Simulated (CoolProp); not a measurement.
Saturation properties of R227EA.

The numbers come from the reference Helmholtz-energy equation of state, Lemmon 2016 in CoolProp.

```tsv
T (K)	p (kPa)	vapour density (kg/m³)	liquid cp (kJ/(kg K))	surface tension (mN/m)	liquid conductivity (mW/(m K))
181.3	0.6857	0.07744	0.9628	22.1	86.8
194.3	2.278	0.2405	0.9800	20.3	84.4
207.3	6.320	0.6277	0.9979	18.5	81.8
220.4	15.27	1.435	1.017	16.8	78.9
233.4	32.58	2.919	1.037	15.0	76.0
246.5	63.47	5.459	1.060	13.3	72.8
259.5	113.7	9.460	1.085	11.7	69.6
272.6	191.4	15.54	1.113	10.1	66.3
285.6	303.9	24.31	1.145	8.50	62.9
298.7	462.4	36.82	1.183	6.97	59.5
311.7	674.9	54.14	1.230	5.52	56.0
324.7	953.5	78.28	1.292	4.14	52.7
337.8	1314	112.8	1.384	2.83	49.3
350.8	1765	163.8	1.548	1.64	46.1
```

It boils at 256.8 K under 1 atm.

Thermal conductivity comes from a separate model (Huber 2003), an estimate that may be off by 10 % or more. Surface tension comes from a separate correlation (Mulero 2012).
